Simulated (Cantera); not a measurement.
Input: 1 mol Si3N4, 0.011 mol C, 2.9 mol H2, held at 2550 K and 18.0 mbar.

Equilibrium computed with Cantera from the NASA thermochemical tables; the gas is ideal and each condensed phase is pure. The tables' values for SiN are old estimates; treat these amounts as uncertain. Gases not in the tables: Si2H6 and higher silanes. Rates play no part.

```tsv
species	before	after
H2	0.286	0.489
N2	0.240	0.360
Si	0.330	0.0786
H	0.124	0.0644
Si2	0.00819	0.00165
HCN	0.000141	0.000579
Si3	0.00120	0.000303
HNC	1.75e-5	5.62e-5
SiN	0.00203	0.000813
SiC2	4.45e-6	1.09e-5
Si(l), mol	0	2.50
```
Gas species are given as mole fractions.

Problem. Name the change that produced these shifts.
A. temperature from 2550 K to 2348.15 K
B. C from 0.011 to 0.0068 mol
C. C from 0.011 to 0.0053 mol
D. H2 from 2.9 to 0.028 mol

Solution. A, temperature from 2550 K to 2348.15 K
